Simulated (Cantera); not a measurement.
A perfectly stirred reactor is fed with 29.1 % H₂, 70.9 % O₂, at 28.5 Torr; it is held at 1423 K, and followed from long to short residence time.

Cantera simulation using the H2/O2 subset of GRI-Mech 3.0, which has no nitrogen chemistry; the numbers are that mechanism's predictions, not measurements. Radical loss at walls, strong at low pressure, is not modelled. The temperature is held fixed by assumption; the heat of reaction is taken as removed at once.

x: mole fraction; the columns are a selection and need not sum to one.

| τ (s) | x H₂ | x O₂ | x O | x OH | x HO₂ | x H | x H₂O₂ |
|---|---|---|---|---|---|---|---|
| 16 | 6.11e-5 | 0.659 | 0.000192 | 0.00125 | 8.62e-7 | 8.06e-6 | ? |
| 3.9 | 0.000158 | 0.659 | 0.000502 | 0.00202 | 1.93e-6 | 3.41e-5 | ? |
| 0.98 | 0.000396 | 0.657 | 0.00128 | 0.00321 | 4.09e-6 | 0.000139 | ? |
| 0.24 | 0.00100 | 0.655 | 0.00330 | 0.00514 | 7.91e-6 | 0.000573 | ? |
| 0.061 | 0.00242 | 0.650 | 0.00815 | 0.00806 | 1.30e-5 | 0.00223 | ? |
| 0.015 | 0.00576 | 0.637 | 0.0199 | 0.0125 | 1.79e-5 | 0.00859 | ? |
| 0.0038 | 0.0122 | 0.612 | 0.0432 | 0.0179 | 2.00e-5 | 0.0280 | 8.74e-7 |
| 0.00095 | 0.0216 | 0.578 | 0.0730 | 0.0224 | 1.87e-5 | 0.0635 | 8.60e-7 |
| 0.00024 | 0.0365 | 0.565 | 0.0829 | 0.0251 | 1.70e-5 | 0.0875 | 8.46e-7 |

Task: Some entries are withheld; supply them.

Result: 
- 16, x H₂O₂: 7.08e-8
- 3.9, x H₂O₂: 1.26e-7
- 0.98, x H₂O₂: 2.13e-7
- 0.24, x H₂O₂: 3.45e-7
- 0.061, x H₂O₂: 5.23e-7
- 0.015, x H₂O₂: 7.34e-7
